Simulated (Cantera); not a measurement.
An isothermal, constant-pressure homogeneous reactor starts with NO : N2 = 1 : 0.57 (molar parts), at 1875 K and 9.75 Torr.

Detailed kinetics in Cantera: GRI-Mech 3.0 (53 species, 325 reactions). Radical loss at walls, strong at low pressure, is not modelled.

**Question.** Predict: x(NO) at 10.0 s; x(N2) at 10.0 s; x(O2) at 10.0 s; x(N2O) at 10.0 s; x(NO2) at 10.0 s; x(O) at 10.0 s.

**Answer.** x(NO) at 10.0 s: 0.550 (gas-phase equilibrium 0.00605)
x(N2) at 10.0 s: 0.406 (gas-phase equilibrium 0.678)
x(O2) at 10.0 s: 0.0430 (gas-phase equilibrium 0.315)
x(N2O) at 10.0 s: 9.03e-5 (gas-phase equilibrium 3.64e-8)
x(NO2) at 10.0 s: 5.71e-5 (gas-phase equilibrium 1.82e-6)
x(O) at 10.0 s: 0.000532 (gas-phase equilibrium 0.00119)
